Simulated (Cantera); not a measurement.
Input (Python, Cantera) and output of one run.

```python
import numpy as np
import cantera as ct

gas_names = """
    C CH CH2 CH3 CH4 C2 C2H C2H2,acetylene C2H2,vinylidene C2H3,vinyl C2H4 C2H5 C2H6 C3 C3H3,propargyl
    C3H4,allene C3H4,propyne C3H4,cyclo- C3H5,allyl C3H6,propylene C3H6,cyclo- C3H7,n-propyl
    C3H7,i-propyl C3H8 C4 C4H2 C4H4,1,3-cyclo- C4H6,butadiene C4H6,2-butyne C4H6,cyclo- C4H8,1-butene
    C4H8,cis2-buten C4H8,tr2-butene C4H8,isobutene C4H8,cyclo- C4H9,n-butyl C4H9,i-butyl C4H9,s-butyl
    C4H9,t-butyl C4H10,isobutane C4H10,n-butane C5 C5H6,1,3cyclo- C5H8,cyclo- C5H10,1-pentene
    C5H10,cyclo- C5H11,pentyl C5H11,t-pentyl C5H12,n-pentane C5H12,i-pentane CH3C(CH3)2CH3 C6H2
    C6H5,phenyl C6H6 C6H10,cyclo- C6H12,1-hexene C6H12,cyclo- C6H13,n-hexyl C7H7,benzyl C7H8
    C7H14,1-heptene C7H15,n-heptyl C7H16,n-heptane C8H8,styrene C8H10,ethylbenz C8H16,1-octene
    C8H17,n-octyl C8H18,isooctane C8H18,n-octane C9H19,n-nonyl C10H8,naphthale C10H21,n-decyl
    C12H9,o-bipheny C12H10,bipheny H H2 Si SiC SiC2 SiC4H12 SiH SiH2 SiH3 SiH4 Si2 Si2C Si3
""".split()
cond_names = """
    C(gr) C6H6(L) C7H8(L) C8H18(L),n-octa Si(cr) Si(L) SiC(b)
""".split()


def load(file, names, dense=False):
    # The tables refer to 1 bar. Condensed volumes are neglected.
    table = {s.name: s for s in ct.Species.list_from_file(file)}
    out = []
    for n in names:
        d = dict(table[n].input_data)
        d["thermo"] = dict(d["thermo"], **{"reference-pressure": 1e5})
        if dense:
            d["equation-of-state"] = {"model": "constant-volume", "density": "1e6 g/cm^3"}
        out.append(ct.Species.from_dict(d))
    return out


gas = ct.Solution(thermo="ideal-gas", species=load("nasa_gas.yaml", gas_names))
cond = {s.name: ct.Solution(thermo="fixed-stoichiometry", species=[s], name=s.name)
        for s in load("nasa_condensed.yaml", cond_names, dense=True)}
atoms = {
    'SiC': {'Si': 1, 'C': 1},
    'Si': {'Si': 1},
    'H2': {'H': 2},
}
top_T = {'C(gr)': 4500, 'SiC(b)': 3050}  # K; cautious upper limits of use, not melting points


def equilibrate(T, P, feed):
    n = {}
    for name, mol in feed.items():
        for a, k in atoms[name].items():
            n[a] = n.get(a, 0.0) + k * mol
    gas.TPX = T, P, n
    mass = sum(n.values()) * gas.mean_molecular_weight
    gas.equilibrate("TP")
    valid = [c for c in cond.values() if c.min_temp <= T <= top_T.get(c.name, c.max_temp)]
    mix = ct.Mixture([(gas, mass / gas.mean_molecular_weight)] + [(c, 0.0) for c in valid])
    mix.T, mix.P = T, P
    mix.equilibrate("TP", solver="vcs", rtol=1e-11, max_steps=5000)
    return mix


results = []
T = 2175  # K
P = 1.6  # Pa
for m in [0.01, 0.024, 0.038, 0.053, 0.067, 0.081, 0.095, 0.11, 0.12, 0.14]:
    feed = {'SiC': 1, 'Si': 0.013, 'H2': m}  # mol
    mix = equilibrate(T, P, feed)
    results.append((T, P, feed, dict(zip(mix.species_names, mix.species_moles))))
    x = sorted(zip(gas.X, gas.species_names), reverse=True)
    print(f"T = {T:g} K  P = {P:g} Pa  n(H2) = {m:g} mol  gas = {mix.phase_moles(0):.4g} mol")
    print("   x: " + "  ".join(f"{s} {v:.3e}" for v, s in x if v > 0.001))
    print("   condensed (mol): " + ("  ".join(f"{mix.phase(i).name} {mix.phase_moles(i):.4g}"
          for i in range(1, mix.n_phases) if mix.phase_moles(i) > 1e-12) or "none"))
```

It prints:

```
T = 2175 K  P = 1.6 Pa  n(H2) = 0.01 mol  gas = 1.009 mol
   x: Si 8.795e-01  SiC2 7.677e-02  Si2C 2.323e-02  H 1.930e-02
   condensed (mol): C(gr) 0.8213
T = 2175 K  P = 1.6 Pa  n(H2) = 0.024 mol  gas = 1.036 mol
   x: Si 8.572e-01  SiC2 7.483e-02  H 4.369e-02  Si2C 2.207e-02  H2 1.282e-03
   condensed (mol): C(gr) 0.8216
T = 2175 K  P = 1.6 Pa  n(H2) = 0.038 mol  gas = 1.063 mol
   x: Si 8.366e-01  SiC2 7.302e-02  H 6.561e-02  Si2C 2.101e-02  H2 2.890e-03
   condensed (mol): C(gr) 0.822
T = 2175 K  P = 1.6 Pa  n(H2) = 0.053 mol  gas = 1.091 mol
   x: Si 8.159e-01  H 8.688e-02  SiC2 7.122e-02  Si2C 1.999e-02  H2 5.068e-03
   condensed (mol): C(gr) 0.8223
T = 2175 K  P = 1.6 Pa  n(H2) = 0.067 mol  gas = 1.117 mol
   x: Si 7.979e-01  H 1.050e-01  SiC2 6.965e-02  Si2C 1.912e-02  H2 7.404e-03
   condensed (mol): C(gr) 0.8226
T = 2175 K  P = 1.6 Pa  n(H2) = 0.081 mol  gas = 1.142 mol
   x: Si 7.809e-01  H 1.217e-01  SiC2 6.817e-02  Si2C 1.831e-02  H2 9.951e-03
   condensed (mol): C(gr) 0.8228
T = 2175 K  P = 1.6 Pa  n(H2) = 0.095 mol  gas = 1.167 mol
   x: Si 7.648e-01  H 1.373e-01  SiC2 6.676e-02  Si2C 1.757e-02  H2 1.265e-02
   condensed (mol): C(gr) 0.8231
T = 2175 K  P = 1.6 Pa  n(H2) = 0.11 mol  gas = 1.194 mol
   x: Si 7.485e-01  H 1.527e-01  SiC2 6.534e-02  Si2C 1.682e-02  H2 1.566e-02
   condensed (mol): C(gr) 0.8234
T = 2175 K  P = 1.6 Pa  n(H2) = 0.12 mol  gas = 1.211 mol
   x: Si 7.381e-01  H 1.625e-01  SiC2 6.443e-02  H2 1.772e-02  Si2C 1.636e-02
   condensed (mol): C(gr) 0.8235
T = 2175 K  P = 1.6 Pa  n(H2) = 0.14 mol  gas = 1.246 mol
   x: Si 7.183e-01  H 1.806e-01  SiC2 6.270e-02  H2 2.191e-02  Si2C 1.550e-02
   condensed (mol): C(gr) 0.8238
```

Equilibrium computed with Cantera from the NASA thermochemical tables; the gas is ideal and each condensed phase is pure.
